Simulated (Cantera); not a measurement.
A Cantera script and what it prints.

```python
import numpy as np
import cantera as ct

gas_names = """
    Ba BaF BaF2 BaOH BaO2H2 F FO FO2 F2 F2O H HF HOF HO2 H2 H2F2 H2O H2O2 H3F3 H4F4 H5F5 H6F6 H7F7 O OH
    O2 O3
""".split()
cond_names = """
    Ba(cr) Ba(L) BaF2(a) BaF2(b,c) BaF2(L) BaO(s) BaO(L) BaO2H2(s) BaO2H2(L) H2O(s) H2O(L)
""".split()


def load(file, names, dense=False):
    # The tables refer to 1 bar. Condensed volumes are neglected.
    table = {s.name: s for s in ct.Species.list_from_file(file)}
    out = []
    for n in names:
        d = dict(table[n].input_data)
        d["thermo"] = dict(d["thermo"], **{"reference-pressure": 1e5})
        if dense:
            d["equation-of-state"] = {"model": "constant-volume", "density": "1e6 g/cm^3"}
        out.append(ct.Species.from_dict(d))
    return out


gas = ct.Solution(thermo="ideal-gas", species=load("nasa_gas.yaml", gas_names))
cond = {s.name: ct.Solution(thermo="fixed-stoichiometry", species=[s], name=s.name)
        for s in load("nasa_condensed.yaml", cond_names, dense=True)}
atoms = {
    'BaF2': {'Ba': 1, 'F': 2},
    'O2': {'O': 2},
    'H2': {'H': 2},
}
top_T = {}  # K; cautious upper limits of use, not melting points


def equilibrate(T, P, feed):
    n = {}
    for name, mol in feed.items():
        for a, k in atoms[name].items():
            n[a] = n.get(a, 0.0) + k * mol
    gas.TPX = T, P, n
    mass = sum(n.values()) * gas.mean_molecular_weight
    gas.equilibrate("TP")
    valid = [c for c in cond.values() if c.min_temp <= T <= top_T.get(c.name, c.max_temp)]
    mix = ct.Mixture([(gas, mass / gas.mean_molecular_weight)] + [(c, 0.0) for c in valid])
    mix.T, mix.P = T, P
    mix.equilibrate("TP", solver="vcs", rtol=1e-11, max_steps=5000)
    return mix


results = []
P = 0.68  # Pa
for T in [1450, 1525, 1600, 1675, 1750, 1825, 1900, 1975, 2050, 2125, 2200]:
    for m in [0.13, 0.36, 1, 3, 8.8, 25, 73, 210]:
        feed = {'BaF2': 1, 'O2': 1.1, 'H2': m}  # mol
        mix = equilibrate(T, P, feed)
        results.append((T, P, feed, dict(zip(mix.species_names, mix.species_moles))))

for T, P, feed, n in results:
    print(f"{T:7g} {feed['H2']:10.4g}  " + (" + ".join(c for c in cond_names if n.get(c, 0) > 1e-12) or "gas only"))
```

Output:

```
   1450       0.13  BaO(s)
   1450       0.36  BaO(s)
   1450          1  BaO(s)
   1450          3  BaO(s)
   1450        8.8  BaO(s)
   1450         25  BaO(s)
   1450         73  gas only
   1450        210  gas only
   1525       0.13  BaO(s)
   1525       0.36  BaO(s)
   1525          1  BaO(s)
   1525          3  BaO(s)
   1525        8.8  BaO(s)
   1525         25  gas only
   1525         73  gas only
   1525        210  gas only
   1600       0.13  BaO(s)
   1600       0.36  BaO(s)
   1600          1  BaO(s)
   1600          3  BaO(s)
   1600        8.8  gas only
   1600         25  gas only
   1600         73  gas only
   1600        210  gas only
   1675       0.13  BaO(s)
   1675       0.36  BaO(s)
   1675          1  BaO(s)
   1675          3  BaO(s)
   1675        8.8  gas only
   1675         25  gas only
   1675         73  gas only
   1675        210  gas only
   1750       0.13  gas only
   1750       0.36  BaO(s)
   1750          1  BaO(s)
   1750          3  gas only
   1750        8.8  gas only
   1750         25  gas only
   1750         73  gas only
   1750        210  gas only
   1825       0.13  gas only
   1825       0.36  gas only
   1825          1  gas only
   1825          3  gas only
   1825        8.8  gas only
   1825         25  gas only
   1825         73  gas only
   1825        210  gas only
   1900       0.13  gas only
   1900       0.36  gas only
   1900          1  gas only
   1900          3  gas only
   1900        8.8  gas only
   1900         25  gas only
   1900         73  gas only
   1900        210  gas only
   1975       0.13  gas only
   1975       0.36  gas only
   1975          1  gas only
   1975          3  gas only
   1975        8.8  gas only
   1975         25  gas only
   1975         73  gas only
   1975        210  gas only
   2050       0.13  gas only
   2050       0.36  gas only
   2050          1  gas only
   2050          3  gas only
   2050        8.8  gas only
   2050         25  gas only
   2050         73  gas only
   2050        210  gas only
   2125       0.13  gas only
   2125       0.36  gas only
   2125          1  gas only
   2125          3  gas only
   2125        8.8  gas only
   2125         25  gas only
   2125         73  gas only
   2125        210  gas only
   2200       0.13  gas only
   2200       0.36  gas only
   2200          1  gas only
   2200          3  gas only
   2200        8.8  gas only
   2200         25  gas only
   2200         73  gas only
   2200        210  gas only
```

Cantera equilibrium calculation (NASA polynomials, part measured and part estimated; ideal gas, pure solids and liquids).
